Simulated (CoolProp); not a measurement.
Values from CoolProp's reference Helmholtz-energy equation of state, Outcalt 1996. It is a modified Benedict-Webb-Rubin equation, recast in Helmholtz form.

Q: For R152A, give the phase and the Z, isothermal compressibility (1/MPa) at 18.05 °C and 0.847 MPa; 18.05 °C and 1.69 MPa; 18.05 °C and 2.54 MPa.

A: 
- 18.05 °C and 0.847 MPa: liquid; Z 0.0252, isothermal compressibility 0.00362
- 18.05 °C and 1.69 MPa: liquid; Z 0.0501, isothermal compressibility 0.00351
- 18.05 °C and 2.54 MPa: liquid; Z 0.0750, isothermal compressibility 0.00340
